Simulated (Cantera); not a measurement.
A freely propagating, adiabatic, planar premixed flame of 4.69 % CH₄, 0.160 % C₂H₆, 1.92 % C₃H₈, 19.6 % O₂, 73.7 % N₂, equivalence ratio 1.00, unburnt at 400 K and 0.227 atm; mixture-averaged transport, grid criteria slope 0.08 and curve 0.16, no radiation.

Computed with Cantera and GRI-Mech 3.0 (53 species, 325 reactions). GRI-Mech 3.0 was tuned for natural gas; its chemistry of propane as a main component is partial and can be far from experiment. Burning velocities carry a grid error of a few per cent, more on coarse grids.

**Question.** Predict: laminar burning velocity; thermal thickness; peak x(H).

**Answer.** 
- laminar burning velocity: 92.9 cm/s
- thermal thickness: 1.23 mm
- peak x(H): 0.0141
